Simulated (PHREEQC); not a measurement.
A solution holds 7.7 mmol/kgw HBF4, at 20 °C. Closed to the air; pH follows from the charge balance.

Computed with PHREEQC (ion-association model, phreeqc.dat).

Precipitation was switched off in this run.

### Question
What pH, ionic strength does the model give?

### Answer
pH 2.18; ionic strength 0.00710 mol/kgw.

### Question
In which forms is F present?

### Answer
BF4- 78 %, HF 16 %, BF3OH- 4.1 %, F- 1.9 %, BF2(OH)2- 0.6 % of the F.

Real BF4- forms and hydrolyses slowly; the run takes it at equilibrium.
